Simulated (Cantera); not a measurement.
## Diamond growth

A diamond (100) surface in a fixed gas of H2 with x(CH4) = 0.025, x(CH3) = 3.9e-05, at 1200 K, 21.0 Torr; coverages are run to steady state.

Detailed kinetics in Cantera: the Harris–Goodwin 1993 mechanism for the reconstructed diamond (100) surface.

```
x(H)     growth (µm/h)  θ c6HH  θ c6H*  θ c6*H   θ c6**    θ c6HM
-------  -------------  ------  ------  ------  -------  --------
0.0001          0.0138   0.616  0.0274   0.350  0.00519  0.000207
0.00024         0.0357   0.530  0.0331   0.424   0.0114  0.000278
0.00059         0.0717   0.480  0.0363   0.464   0.0189  0.000337
0.0014           0.123   0.456  0.0376   0.481   0.0247  0.000367
0.0035           0.215   0.445  0.0382   0.488   0.0284  0.000360
0.0084           0.370   0.440  0.0384   0.491   0.0301  0.000313
0.02             0.593   0.438  0.0386   0.492   0.0308  0.000233
0.049            0.838   0.437  0.0388   0.493   0.0312  0.000140
0.12              1.02   0.437  0.0392   0.492   0.0315   7.12e-5
```
θ: site fractions in the mechanism's names (c6HH fully hydrogenated, c6H* and c6*H radical sites, c6** diradical, c6HM methylated).
